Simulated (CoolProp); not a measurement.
Properties of R410A along the isotherm 313.9 K.

The numbers come from the reference Helmholtz-energy equation of state, Lemmon 2003 in CoolProp. It is a pseudo-pure fit of the blend.

```
p (MPa)  phase  density (kg/m³)  cv (kJ/(kg K))  speed of sound (m/s)  conductivity (mW/(m K))  Prandtl number
-------  -----  ---------------  --------------  --------------------  -----------------------  --------------
0.306      gas            8.803          0.7352                 199.5                     14.7           0.810
0.613      gas            18.30      (withheld)            (withheld)                     15.0      (withheld)
0.919      gas            28.56          0.7800                 189.3               (withheld)      (withheld)
1.23       gas            40.01      (withheld)                 183.5                     15.8           0.935
1.53       gas            52.31      (withheld)                 177.5                     16.2      (withheld)
```

Task: What belongs in the gaps?

Result: 
- 0.613, cv (kJ/(kg K)): 0.7565
- 0.613, speed of sound (m/s): 194.6
- 0.613, Prandtl number: 0.842
- 0.919, conductivity (mW/(m K)): 15.4
- 0.919, Prandtl number: 0.882
- 1.23, cv (kJ/(kg K)): 0.8067
- 1.53, cv (kJ/(kg K)): 0.8366
- 1.53, Prandtl number: 1.00

Viscosity comes from a separate model (Geller 2000). Thermal conductivity comes from a separate model (Geller 2001).
